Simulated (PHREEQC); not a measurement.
A solution holds 0.054 mol/kgw HF, 0.0066 mol/kgw NaF and 0.00077 mol/kgw H3PO4, at 25 °C. Closed to the air; pH follows from the charge balance.

Computed with PHREEQC (ion-association model, wateq4f.dat).

- pH = 2.45
- ionic strength = 0.0104 mol/kgw
- total alkalinity = -54.8 meq/kg

```csv
species,molality,activity,log γ
HF,0.0407,0.0408,0.001
F-,0.00858,0.00770,-0.047
Na+,0.00657,0.00592,-0.045
H2F2,0.00432,0.00433,0.001
H+,0.00387,0.00353,-0.040
HF2-,0.00134,0.00120,-0.047
H2PO4-,0.000524,0.000474,-0.044
H3PO4,0.000246,0.000246,0.001
NaF,2.62e-5,2.63e-5,0.001
```

Precipitation was switched off in this run. wateq4f.dat counts part of the HF as a dimer, H2F2, which phreeqc.dat doesn't know; its constant is uncertain. H3PO4, which wateq4f.dat lacks, is added to it with the constant of phreeqc.dat.
